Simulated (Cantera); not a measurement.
An adiabatic, constant-pressure homogeneous reactor starts with CO : H2 : O2 : N2 = 1 : 1.1 : 0.875 : 3.41 (molar parts), at 1300 K and 10.0 bar. Integrator tolerance rtol = 1e-08.

Detailed kinetics in Cantera: GRI-Mech 3.0 (53 species, 325 reactions). The hydrogen kinetics of GRI-Mech 3.0 are dated; newer H2 mechanisms differ, most at raised pressure.

Task: What does this change do: initial temperature 1300 to 1425 K?

Result: 
| quantity | before | after |
|---|---|---|
| time of steepest temperature rise | 5.78 µs | 2.50 µs |
| temperature at 9.00 s | 2916 K | 2966 K |
| equilibrium temperature | 2916 K | 2966 K |
| x(CO) at 9.00 s | 0.0781 (gas-phase equilibrium 0.0781) | 0.0823 (gas-phase equilibrium 0.0823) |
| x(H2) at 9.00 s | 0.0182 (gas-phase equilibrium 0.0182) | 0.0195 (gas-phase equilibrium 0.0195) |
| x(O2) at 9.00 s | 0.00950 (gas-phase equilibrium 0.00950) | 0.0112 (gas-phase equilibrium 0.0112) |
| x(NO) at 9.00 s | 0.00800 (gas-phase equilibrium 0.00800) | 0.00921 (gas-phase equilibrium 0.00921) |
| x(H2O2) at 9.00 s | 7.80e-7 (gas-phase equilibrium 7.80e-7) | 8.92e-7 (gas-phase equilibrium 8.92e-7) |
| x(H) at 9.00 s | 0.00521 (gas-phase equilibrium 0.00521) | 0.00631 (gas-phase equilibrium 0.00631) |
| x(H2O) at 9.00 s | 0.166 (gas-phase equilibrium 0.166) | 0.162 (gas-phase equilibrium 0.162) |

Task: What does this change do: initial temperature 1300 to 1250 K?

Result: 
| quantity | before | after |
|---|---|---|
| time of steepest temperature rise | 5.78 µs | 10.6 µs |
| temperature at 9.00 s | 2916 K | 2896 K |
| equilibrium temperature | 2916 K | 2896 K |
| x(CO) at 9.00 s | 0.0781 (gas-phase equilibrium 0.0781) | 0.0763 (gas-phase equilibrium 0.0763) |
| x(H2) at 9.00 s | 0.0182 (gas-phase equilibrium 0.0182) | 0.0177 (gas-phase equilibrium 0.0177) |
| x(O2) at 9.00 s | 0.00950 (gas-phase equilibrium 0.00950) | 0.00883 (gas-phase equilibrium 0.00883) |
| x(NO) at 9.00 s | 0.00800 (gas-phase equilibrium 0.00800) | 0.00752 (gas-phase equilibrium 0.00752) |
| x(H2O2) at 9.00 s | 7.80e-7 (gas-phase equilibrium 7.80e-7) | 7.34e-7 (gas-phase equilibrium 7.34e-7) |
| x(H) at 9.00 s | 0.00521 (gas-phase equilibrium 0.00521) | 0.00481 (gas-phase equilibrium 0.00481) |
| x(H2O) at 9.00 s | 0.166 (gas-phase equilibrium 0.166) | 0.168 (gas-phase equilibrium 0.168) |
